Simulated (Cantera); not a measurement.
A closed system holds: 1 mol Si, 2.7 mol F2, 20 mol H2, held at 100000 Pa.

Method: chemical equilibrium by Gibbs-energy minimisation in Cantera with the NASA 1993 tables (ideal gas, pure condensed phases). Candidate condensed phases: Si; 25 gas species. The tables' values for SiF3 are old estimates; treat these amounts as uncertain. Rates play no part. All values below are at 1348 K.

Base state: H2 0.889, HF 0.0646, SiF4 0.0460, SiHF3 9.19e-5, SiF3 2.26e-5 (mole fractions); condensed: gas only.

Q: What changes in the equilibrium state with this change: F2 from 2.7 to 8.4 mol?

A: 
```tsv
species	before	after
H2	0.889	0.496
HF	0.0646	0.467
SiF4	0.0460	0.0365
SiHF3	9.19e-5	5.64e-6
SiF3	2.26e-5	1.86e-6
```
